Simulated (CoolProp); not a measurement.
R245ca at several states: Z from the reference equation and from simpler models built on Tc = 447.6 K, pc = 39.41 bar, ω = 0.355; each cubic takes its own stable root.

Values from CoolProp's reference Helmholtz-energy equation of state, Zhou 2016.

```json
[
 {"T (K)": "321.5", "p (bar)": "42.7", "phase": "liquid", "reference": "0.1598"},
 {"T (K)": "285.3", "p (bar)": "0.262", "phase": "gas", "reference": "0.9886"},
 {"T (K)": "355.8", "p (bar)": "7.93", "phase": "liquid", "reference": "0.02924"},
 {"T (K)": "350.2", "p (bar)": "69", "phase": "liquid", "reference": "0.2493"}
]
```

Question: How far does each simpler model (van der Waals, Redlich-Kwong, Soave-Redlich-Kwong, Peng-Robinson) lie from the reference over these 4 states: mean and median of the absolute difference, and the worst?

Answer: 
- van der Waals: mean 762.0 %, median 59.9 %, worst +2927.7 % at 355.8 K and 7.93 bar
- Redlich-Kwong: mean 710.0 %, median 13.5 %, worst +2812.8 % at 355.8 K and 7.93 bar
- Soave-Redlich-Kwong: mean 6.6 %, median 8.1 %, worst +10.2 % at 355.8 K and 7.93 bar
- Peng-Robinson: mean 2.9 %, median 3.5 %, worst -4.4 % at 321.5 K and 42.7 bar

At some of these states van der Waals, Redlich-Kwong gives the other phase, because its saturation line lies elsewhere.
